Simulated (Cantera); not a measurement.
**Moist CO burnout**

An isothermal, constant-pressure homogeneous reactor starts with CO : O2 : H2O : N2 : H2 = 0.0023 : 0.022 : 0.00047 : 1 : 0.0021 (molar parts), equivalence ratio 0.10, at 1048 K and 82.5 Torr.

Computed with Cantera and GRI-Mech 3.0 (53 species, 325 reactions). Radical loss at walls, strong at low pressure, is not modelled.

| t (s) | x CO | x O2 | x H2O | x CO2 | x NO |
|---|---|---|---|---|---|
| 0.000100 | 0.00224 | 0.0214 | 0.000458 | 1.63e-12 | <1e-12 |
| 0.000280 | 0.00224 | 0.0214 | 0.000458 | 4.64e-12 | <1e-12 |
| 0.000786 | 0.00224 | 0.0214 | 0.000458 | 1.39e-11 | <1e-12 |
| 0.00220 | 0.00224 | 0.0214 | 0.000458 | 5.48e-11 | <1e-12 |
| 0.00618 | 0.00224 | 0.0214 | 0.000458 | 1.57e-9 | <1e-12 |
| 0.0173 | 0.00219 | 0.0212 | 0.000743 | 5.21e-5 | 1.62e-10 |
| 0.0486 | 0.00109 | 0.0198 | 0.00239 | 0.00115 | 4.51e-8 |
| 0.136 | 0.000532 | 0.0195 | 0.00248 | 0.00171 | 5.16e-8 |
| 0.382 | 0.000188 | 0.0194 | 0.00250 | 0.00206 | 5.30e-8 |
| 1.07 | 4.13e-5 | 0.0193 | 0.00250 | 0.00220 | 5.34e-8 |
| 3.00 | 6.28e-6 | 0.0193 | 0.00251 | 0.00224 | 5.34e-8 |
x: mole fraction; the columns are a selection and need not sum to one.

Equilibrium at this temperature and pressure: CO 1.42e-11, O2 0.0193, H2O 0.00251, CO2 0.00224, NO 1.76e-5 (gas phase only).
